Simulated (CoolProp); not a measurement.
Saturated liquid density (kg/m³) of fluoroethane (R161): the reference equation beside estimates from Tc = 375.2 K, pc = 50.10 bar, ω = 0.216. Rackett uses Z = 0.29056 − 0.08775 ω.

Computed with CoolProp (reference Helmholtz-energy equation of state, Wu 2012).

| T (K) | reference | Rackett | van der Waals | Redlich-Kwong | Soave-Redlich-Kwong | Peng-Robinson |
|---|---|---|---|---|---|---|
| 186.6 | 883.5 | 829.2 | 506.7 | 752.5 | 764.2 | 859.8 |
| 198.6 | 867.9 | 812.9 | 497.5 | 737.3 | 750.7 | 845.4 |
| 210.6 | 852.0 | 796.0 | 487.9 | 721.1 | 736.2 | 830.0 |
| 222.7 | 835.7 | 778.5 | 477.8 | 703.9 | 720.6 | 813.3 |
| 234.7 | 819.0 | 760.6 | 467.3 | 685.7 | 704.0 | 795.3 |
| 246.7 | 801.5 | 742.0 | 456.2 | 666.4 | 686.0 | 775.8 |
| 258.7 | 783.1 | 722.6 | 444.5 | 645.7 | 666.6 | 754.7 |
| 270.7 | 763.3 | 702.2 | 432.1 | 623.7 | 645.6 | 731.5 |
| 282.7 | 741.8 | 680.8 | 418.9 | 600.0 | 622.7 | 706.1 |
| 294.7 | 718.3 | 658.1 | 404.6 | 574.5 | 597.5 | 678.0 |
| 306.7 | 692.1 | 633.6 | 389.2 | 546.7 | 569.8 | 646.7 |

Absolute difference from the reference over all 11 rows, mean and median: Rackett 7.4 and 7.4 %, van der Waals 43.1 and 43.1 %, Redlich-Kwong 17.3 and 16.9 %, Soave-Redlich-Kwong 14.9 and 14.4 %, Peng-Robinson 3.8 and 3.2 %.
